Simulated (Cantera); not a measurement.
Input (Python, Cantera):

```python
import numpy as np
import cantera as ct

gas = ct.Solution("gri30.yaml")
gas.TPX = 1125, 13332, {'N2O': 1, 'H2': 0.0032, 'N2': 0.6}
inlet = ct.Reservoir(gas, clone=True)

reactor = ct.IdealGasConstPressureReactor(gas, energy="off", clone=False)
exhaust = ct.Reservoir(gas, clone=True)
tau = [19, 4, 0.83, 0.17, 0.037, 0.0077, 0.0016][0]
for a, b in ((inlet, reactor), (reactor, exhaust)):
    ct.MassFlowController(a, b, mdot=lambda t: reactor.mass / tau)
net = ct.ReactorNet([reactor])
show = ['N2O', 'H2', 'H2O', 'H2O2', 'NO2', 'O2', 'H']

rows = []
print(f"{'tau/s':>10s}{'T/K':>9s}" + "".join(f"{s:>11s}" for s in show))
for tau in [19, 4, 0.83, 0.17, 0.037, 0.0077, 0.0016]:
    net.initial_time = 0.0
    net.advance(30 * tau)
    before = gas.X
    net.advance(40 * tau)
    drift = np.max(np.abs(gas.X - before) / (gas.X + 1e-9))
    rows.append([gas.T, *gas[show].X, drift])
    print(f"{tau:10.3e}{gas.T:9.1f}" + "".join(f"{x:11.3e}" for x in gas[show].X))
```

Output:

```
     tau/s      T/K        N2O         H2        H2O       H2O2        NO2         O2          H
 1.900e+01   1125.0  4.308e-01  1.472e-05  1.835e-03  3.537e-10  8.779e-05  6.760e-02  1.494e-09
 4.000e+00   1125.0  5.681e-01  5.802e-05  1.896e-03  5.972e-10  9.347e-05  1.896e-02  5.801e-09
 8.300e-01   1125.0  6.099e-01  2.082e-04  1.777e-03  2.117e-09  5.749e-05  4.225e-03  2.635e-08
 1.700e-01   1125.0  6.199e-01  6.695e-04  1.322e-03  1.706e-08  1.704e-05  8.760e-04  1.020e-07
 3.700e-02   1125.0  6.226e-01  1.411e-03  5.812e-04  5.053e-08  3.063e-06  1.883e-04  2.116e-07
 7.700e-03   1125.0  6.235e-01  1.878e-03  1.147e-04  2.181e-08  2.187e-07  3.693e-05  2.043e-07
 1.600e-03   1125.0  6.237e-01  1.985e-03  9.812e-06  4.666e-10  1.842e-09  7.098e-06  8.797e-08
```

Cantera simulation using GRI-Mech 3.0 (53 species, 325 reactions); the numbers are that mechanism's predictions, not measurements. GRI-Mech 3.0 was tuned for natural gas; its chemistry of N2O as a main component is partial and can be far from experiment. The mechanism lacks the step 2 NO + O2 → 2 NO2, which can matter for NO2 below about 1400 K. The temperature is held fixed by assumption; the heat of reaction is taken as removed at once.
